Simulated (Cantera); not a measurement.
An isothermal, constant-pressure homogeneous reactor starts with 20.4 % C2H6, 79.6 % N2, at 1773 K and 0.00415 atm.

Computed with Cantera and GRI-Mech 3.0 (53 species, 325 reactions). GRI-Mech 3.0 stops at C3 and has no aromatics, soot or wall deposition, so with more carbon than oxygen in the feed, carbon stays in small species such as C2H2 where larger ones or solid carbon would form. Radical loss at walls, strong at low pressure, is not modelled.

Question: Predict: x(H) at 200 s; x(C2H) at 200 s; x(C2H4) at 200 s; x(H2) at 200 s; x(HCN) at 200 s.

Answer: 
| Item | Result |
|---|---|
| x(H) at 200 s | 0.00237 (gas-phase equilibrium 0.00237) |
| x(C2H) at 200 s | 9.27e-6 (gas-phase equilibrium 5.31e-6) |
| x(C2H4) at 200 s | 4.90e-6 (gas-phase equilibrium 2.81e-6) |
| x(H2) at 200 s | 0.288 (gas-phase equilibrium 0.288) |
| x(HCN) at 200 s | 8.97e-5 (gas-phase equilibrium 0.124) |
